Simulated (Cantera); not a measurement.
A perfectly stirred reactor is fed with CH4 : CO : O2 : N2 = 1 : 0.043 : 2.41 : 12.5 (molar parts), equivalence ratio 0.84, at 1.00 bar; it is adiabatic with a 700 K inlet, and is followed from long to short residence time, starting on the burning branch (τ in s: 0.42, 0.19, 0.09, 0.042, 0.019, 0.0089, 0.0041, 0.0019, 0.00089, 0.00041, 0.00019, 8.8e-05).

Model: GRI-Mech 3.0 (53 species, 325 reactions), integrated in Cantera.

Task: What does this change do: pressure from 1.00 bar to 10.0 bar?

Result: 
```
quantity                                                                          before                                   after
------------------------------------------------  --------------------------------------  --------------------------------------
blow-out, bracketed by the residence times tried  burning at 88.0 µs, the shortest tried  burning at 88.0 µs, the shortest tried
x(CH4) at τ = 0.420 s                                                            1.42e-6                                 3.24e-7
x(CO) at τ = 0.420 s                                                             0.00109                                0.000311
x(O2) at τ = 0.420 s                                                              0.0242                                  0.0237
x(CH2CO) at τ = 0.420 s                                                         6.67e-11                                1.93e-11
x(O) at τ = 0.420 s                                                             0.000193                                 5.37e-5
x(CH4) at τ = 4.10 ms                                                            4.12e-5                                 2.07e-5
x(CO) at τ = 4.10 ms                                                             0.00710                                 0.00112
x(O2) at τ = 4.10 ms                                                              0.0277                                  0.0247
x(CH2CO) at τ = 4.10 ms                                                          1.09e-8                                 9.19e-9
x(O) at τ = 4.10 ms                                                              0.00143                                0.000115
```
